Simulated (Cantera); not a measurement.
Input (Python, Cantera):

```python
import numpy as np
import cantera as ct

gas = ct.Solution("gri30.yaml")
gas.TPX = 498, 44000, {'CH4': 1, 'CO': 0.11, 'O2': 4.67, 'N2': 17.3}
inlet = ct.Reservoir(gas, clone=True)
gas.equilibrate("HP")  # start burning
reactor = ct.IdealGasConstPressureReactor(gas, energy="on", clone=False)
exhaust = ct.Reservoir(gas, clone=True)
tau = [0.18, 0.093, 0.047, 0.024, 0.012, 0.006, 0.003, 0.0015, 0.00076, 0.00038, 0.00019, 9.7e-05, 4.9e-05][0]
for a, b in ((inlet, reactor), (reactor, exhaust)):
    ct.MassFlowController(a, b, mdot=lambda t: reactor.mass / tau)
net = ct.ReactorNet([reactor])
show = ['CH4', 'CO', 'O2', 'C2H4', 'NO', 'O']

rows = []
print(f"{'tau/s':>10s}{'T/K':>9s}" + "".join(f"{s:>11s}" for s in show))
for tau in [0.18, 0.093, 0.047, 0.024, 0.012, 0.006, 0.003, 0.0015, 0.00076, 0.00038, 0.00019, 9.7e-05, 4.9e-05]:
    net.initial_time = 0.0
    net.advance(30 * tau)
    before = gas.X
    net.advance(40 * tau)
    drift = np.max(np.abs(gas.X - before) / (gas.X + 1e-9))
    rows.append([gas.T, *gas[show].X, drift])
    print(f"{tau:10.3e}{gas.T:9.1f}" + "".join(f"{x:11.3e}" for x in gas[show].X))
```

Output:

```
     tau/s      T/K        CH4         CO         O2       C2H4         NO          O
 1.800e-01   1534.4  1.795e-05  3.488e-04  1.135e-01  2.087e-09  2.647e-06  1.736e-04
 9.300e-02   1530.9  2.717e-05  5.479e-04  1.135e-01  3.072e-09  2.234e-06  2.641e-04
 4.700e-02   1525.5  4.177e-05  8.739e-04  1.136e-01  4.443e-09  1.856e-06  4.037e-04
 2.400e-02   1517.6  6.415e-05  1.385e-03  1.138e-01  6.319e-09  1.582e-06  6.041e-04
 1.200e-02   1505.4  1.013e-04  2.230e-03  1.141e-01  9.323e-09  1.409e-06  8.933e-04
 6.000e-03   1486.7  1.650e-04  3.609e-03  1.147e-01  1.504e-08  1.305e-06  1.268e-03
 3.000e-03   1458.1  2.859e-04  5.912e-03  1.158e-01  2.928e-08  1.174e-06  1.676e-03
 1.500e-03   1412.3  5.689e-04  9.968e-03  1.184e-01  8.356e-08  8.692e-07  1.908e-03
 7.600e-04    498.0  4.333e-02  4.766e-03  2.023e-01 -9.098e-19 -1.867e-21  1.219e-20
 3.800e-04    498.0  4.333e-02  4.766e-03  2.023e-01 -5.953e-22 -1.221e-24  7.650e-21
 1.900e-04    498.0  4.333e-02  4.766e-03  2.023e-01 -3.760e-23 -7.714e-26  4.562e-21
 9.700e-05    498.0  4.333e-02  4.766e-03  2.023e-01 -2.375e-24 -4.873e-27  2.536e-21
 4.900e-05    498.0  4.333e-02  4.766e-03  2.023e-01 -1.500e-25 -3.078e-28  1.345e-21
```

Cantera simulation using GRI-Mech 3.0 (53 species, 325 reactions); the numbers are that mechanism's predictions, not measurements.
